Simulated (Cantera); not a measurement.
Ignition delay

Mixture: CO : H2 : CH4 : O2 : N2 = 1 : 0.2 : 0.28 : 2.52 : 9.48 (molar parts), equivalence ratio 0.46, at 12.8 atm, adiabatic and at constant pressure. Ignition delay is the time to a rise of 400 K.

Computed with Cantera and GRI-Mech 3.0 (53 species, 325 reactions). The pressure lies above the range GRI-Mech 3.0 was tuned for (to about 10 atm).

| T0 (K) | delay (ms) |
|---|---|
| 1225 | 0.173 |
| 1325 | 0.0609 |
| 1425 | 0.0272 |
| 1525 | 0.0142 |
| 1625 | 0.00841 |
| 1725 | 0.00552 |
| 1825 | 0.00395 |

| Property | Value |
|---|---|
| apparent activation energy between 1625 and 1825 K | 93 kJ/mol |
